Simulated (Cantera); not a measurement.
A closed system holds: 1 mol Al(CH3)3, 14 mol H2O, 2.3 mol H2, equilibrated at 1150 K and 0.760 bar.

Equilibrium computed with Cantera from the NASA thermochemical tables; the gas is ideal and each condensed phase is pure. Candidate condensed phases: Al, Al2O3, C, C6H6, C7H8, C8H18, H2O; 121 gas species. The feed counts by its element totals alone. Equilibrium is a limit: real reactors are often held back by kinetics, nucleation or transport.

Base state: H2 0.521, H2O 0.353, CO 0.0802, CO2 0.0458, CH4 2.03e-5 (mole fractions); condensed: Al2O3(s).

Task: What changes in the equilibrium state with this change: temperature from 1150 K to 2025 K?

Result: 
| species | before | after |
|---|---|---|
| H2 | 0.521 | 0.492 |
| H2O | 0.353 | 0.381 |
| CO | 0.0802 | 0.108 |
| CO2 | 0.0458 | 0.0179 |
| OH | <1e-9 | 0.000125 |
| H | 6.17e-8 | 0.00155 |
| CH4 | 2.03e-5 | <1e-9 |
| Al2O3(s), mol | 0.500 | 0.500 |
Gases not in the tables: Al(OH)3.
